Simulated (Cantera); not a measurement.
Feed: 1 mol Si, 0.029 mol N2O, 13 mol N2, equilibrated at 1898 K and 4.35 Torr.

Method: chemical equilibrium by Gibbs-energy minimisation in Cantera with the NASA 1993 tables (ideal gas, pure condensed phases). Candidate condensed phases: Si, SiO2, Si2N2O, Si3N4; 16 gas species. The tables' values for SiN are old estimates; treat these amounts as uncertain. Rates play no part.

Base state: N2 0.996, SiO 0.00222, Si 0.00212, Si2N 7.85e-5, SiN 5.42e-5, Si2 1.69e-5 (mole fractions); condensed: Si(l).

Q: What changes in the equilibrium state with this change: N2O from 0.029 to 0.26 mol?

A: 
| species | before | after |
|---|---|---|
| N2 | 0.996 | 0.979 |
| SiO | 0.00222 | 0.0192 |
| Si | 0.00212 | 0.00212 |
| Si2N | 7.85e-5 | 7.79e-5 |
| SiN | 5.42e-5 | 5.37e-5 |
| Si2 | 1.69e-5 | 1.69e-5 |
| Si(l), mol | 0.940 | 0.708 |

Q: What changes in the equilibrium state with this change: Si replaced by SiC?

A: 
```tsv
species	before	after
N2	0.996	0.997
CO	0	0.00146
SiO	0.00222	0.000757
Si2C	0	1.14e-5
Si2	1.69e-5	1.64e-6
Si2N	7.85e-5	7.61e-6
Si	0.00212	0.000659
Si(l), mol	0.940	0
SiC(s), mol	0	0.981
```
Further candidate phases: C, SiC.
